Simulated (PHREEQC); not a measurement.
Solution (20 °C): 0.0011 mol Cu(BF4)2, 0.00029 mol HCl and 0.21 mol NaCl per kg of water. Closed to the air; pH follows from the charge balance.

The numbers come from PHREEQC with the ion-association model, phreeqc.dat.

Precipitation was switched off in this run.

Question: Order these B species by the share of B that they hold, largest first: BF2(OH)2-, BF3OH-, BF4-, H3BO3.

Answer: BF4- (47 %), H3BO3 (40 %), BF3OH- (7.9 %), BF2(OH)2- (4.4 %)

Question: Order these Cu species by the share of Cu that they hold, largest first: CuCl2, CuF+, CuCl+, Cu+2.

Answer: Cu+2 (86 %), CuCl+ (12 %), CuF+ (0.85 %), CuCl2 (0.63 %)

The pH is 2.95 and the ionic strength 0.214 mol/kgw. Species that the database lacks are ignored. Real BF4- forms and hydrolyses slowly; the run takes it at equilibrium.
